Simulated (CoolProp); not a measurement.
Vapour-liquid equilibrium of hydrogen chloride (1) + n-butane (2) at -36.25 °C; x and y are mole fractions of (1).

Computed with CoolProp (multi-fluid Helmholtz-energy mixture model, Thol 2018 and Bücker 2006; pair parameters Bell 2016).

Give the bubble pressure and the first vapour's composition at x = 0.05, 0.55, 0.75. Is there an azeotrope?

x = 0.05: 1.120 bar, y = 0.819; x = 0.55: 6.343 bar, y = 0.974; x = 0.75: 7.122 bar, y = 0.981. No azeotrope shows between x = 0.05 and 0.95.

Pair parameters are fitted to limited data, so mixtures are less certain than the pure fluids. With so large a gap from Raoult's law the liquid may split in two, which this calculation doesn't test in full.
